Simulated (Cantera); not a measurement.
Input: 1 mol Fe(CO)₅, 0.11 mol CO, 13 mol N₂, held at 723.15 K and 0.00160 bar.

Method: chemical equilibrium by Gibbs-energy minimisation in Cantera with the NASA 1993 tables (ideal gas, pure condensed phases). Candidate condensed phases: C, Fe, Fe(CO)₅, FeO, Fe₂O₃, Fe₃O₄; 27 gas species. Condensed phases not in the tables: cementite and carbon dissolved in iron. Kinetics and transport are ignored.

Base state: N₂ 0.767, CO 0.165, CO₂ 0.0680 (mole fractions); condensed: C(graphite) + Fe(α).

### Question
What changes in the equilibrium state with this change: temperature from 723.15 K to 1025 K?

### Answer
```
species           before     after
----------------  ------  --------
N₂                 0.767     0.718
CO                 0.165     0.282
CO₂               0.0680   4.38e-5
C(graphite), mol    1.15  0.000793
Fe(α), mol          1.00      1.00
```

### Question
What changes in the equilibrium state with this change: temperature from 723.15 K to 1348 K?

### Answer
```json
[
 {"species": "N₂", "before": "0.767", "after": "0.718"},
 {"species": "CO", "before": "0.165", "after": "0.282"},
 {"species": "CO₂", "before": "0.0680", "after": "3.80e-7"},
 {"species": "C(graphite), mol", "before": "1.15", "after": "0"},
 {"species": "Fe(α), mol", "before": "1.00", "after": "0"},
 {"species": "Fe(γ), mol", "before": "0", "after": "1.000"}
]
```

### Question
What changes in the equilibrium state with this change: Fe(CO)₅ replaced by Pb?

### Answer
```csv
species,before,after
N₂,0.767,0.992
CO,0.165,0.00807
CO₂,0.0680,0.000162
"C(graphite), mol",1.15,0.00213
"Fe(α), mol",1.00,0
"Pb(l), mol",0,1.000
```
Further candidate phases: Pb, PbO, PbO₂, Pb₃O₄.
